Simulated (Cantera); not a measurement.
Input: 1 mol C₆H₆, 13 mol H₂, held at 10000 Pa.

Equilibrium computed with Cantera from the NASA thermochemical tables; the gas is ideal and each condensed phase is pure. Candidate condensed phases: C, C₆H₆, C₇H₈, C₈H₁₈; 76 gas species. Kinetics and transport are ignored.

Question: What share of the C ends up in condensed phases as a function of T (K), at 1298, 1448, 1598, 1748, 1898, 2048, 2198, 2348, 2498, 2648, 2798, 2948?

Answer: 
| T (K) | C condensed (%) | as |
|---|---|---|
| 1298 | 99.8 | C(graphite) |
| 1448 | 99.9 | C(graphite) |
| 1598 | 99.9 | C(graphite) |
| 1748 | 99.9 | C(graphite) |
| 1898 | 99.8 | C(graphite) |
| 2048 | 99.4 | C(graphite) |
| 2198 | 98.6 | C(graphite) |
| 2348 | 97.1 | C(graphite) |
| 2498 | 94.5 | C(graphite) |
| 2648 | 90.2 | C(graphite) |
| 2798 | 83.7 | C(graphite) |
| 2948 | 73.6 | C(graphite) |
